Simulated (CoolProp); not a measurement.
The numbers come from the reference Helmholtz-energy equation of state, Lemmon 2006 in CoolProp. It is a short technical equation, of lower accuracy than the large ones.

**Question.** For C3F8 (R218), give the phase and the cp (kJ/(kg K)), viscosity (µPa s) at 440 K and 0.125 bar; 440 K and 1.48 bar.

**Answer.** 
- 440 K and 0.125 bar: gas; cp 0.972, viscosity 18.1
- 440 K and 1.48 bar: gas; cp 0.975, viscosity 18.1

Viscosity comes from a separate model (Huber 2003), an estimate that may be off by 10 % or more.
